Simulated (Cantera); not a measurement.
An isothermal, constant-pressure homogeneous reactor starts with H₂ : O₂ : N₂ = 1.4 : 1 : 14 (molar parts), equivalence ratio 0.70, at 825 K and 0.120 bar.

Cantera simulation using the H2/O2 subset of GRI-Mech 3.0, which has no nitrogen chemistry; the numbers are that mechanism's predictions, not measurements. Radical loss at walls, strong at low pressure, is not modelled. Below about 950 K walls govern HO2 and H2O2 in real vessels. The temperature is held fixed by assumption; the heat of reaction is taken as removed at once.

x: mole fraction; the columns are a selection and need not sum to one.

```csv
t (s),x H₂,x O₂,x H₂O₂,x H,x H₂O,x HO₂,x O
0.000200,0.0854,0.0610,<1e-12,<1e-12,<1e-12,<1e-12,<1e-12
0.000601,0.0854,0.0610,<1e-12,<1e-12,<1e-12,1.10e-12,<1e-12
0.00181,0.0854,0.0610,<1e-12,3.69e-12,4.90e-12,5.76e-12,<1e-12
0.00543,0.0854,0.0610,<1e-12,4.62e-11,1.24e-10,8.79e-11,4.36e-12
0.0163,0.0854,0.0610,6.71e-11,?,9.71e-8,6.25e-8,2.96e-9
0.0490,0.00934,0.0237,1.22e-7,?,0.0792,5.18e-6,5.63e-5
0.147,0.00328,0.0207,4.47e-7,?,0.0857,4.12e-6,4.39e-6
0.443,0.00238,0.0203,2.54e-6,?,0.0867,3.51e-6,2.76e-7
1.33,0.00230,0.0202,6.88e-6,?,0.0868,2.30e-6,3.21e-8
4.00,0.00212,0.0201,1.35e-5,?,0.0869,2.59e-6,4.73e-8
```

Fill in the missing entries.


- 0.0163, x H: 3.13e-8
- 0.0490, x H: 0.000282
- 0.147, x H: 7.85e-6
- 0.443, x H: 3.64e-7
- 1.33, x H: 3.92e-8
- 4.00, x H: 5.72e-8
